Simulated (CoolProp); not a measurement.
A single-stage vapour-compression cycle with the fluid: evaporating at 274.15 K (dew point), condensing at 322.15 K (bubble point), superheat 5 K, subcooling 8 K, compressor efficiency 0.9, no pressure losses. The same conditions are run with several fluids, on thermodynamics alone (safety and materials aside).

Values from CoolProp's reference Helmholtz-energy equation of state of each fluid (R21: Platzer 1990; R1233zd(E): Akasaka 2022; R143a: Lemmon and Jacobsen 2000; ammonia: Gao 2020; CH2F2 (R32): Tillner-Roth 1997; cyclopentane: Gedanitz 2015). The equations of Platzer and Polt are older, rougher fits.

Task: Rank R21, R1233zd(E), R143a, ammonia, CH2F2 (R32), cyclopentane by cooling COP, highest first.

Result: cyclopentane (4.69), R21 (4.59), R1233zd(E) (4.53), ammonia (4.32), CH2F2 (R32) (4.01), R143a (3.89)

| fluid | pressure ratio | discharge temperature (K) | refrigerating effect (kJ/kg) | volumetric capacity (kJ/m³) |
|---|---|---|---|---|
| R21 | 5.21 | 358.2 | 205 | 689 |
| R1233zd(E) | 5.63 | 329.1 | 159 | 464 |
| R143a | 3.53 | 336.4 | 127 | 3480 |
| ammonia | 4.45 | 401.1 | 1080 | 3780 |
| CH2F2 (R32) | 3.66 | 368.6 | 244 | 5390 |
| cyclopentane | 6.73 | 342.2 | 357 | 162 |
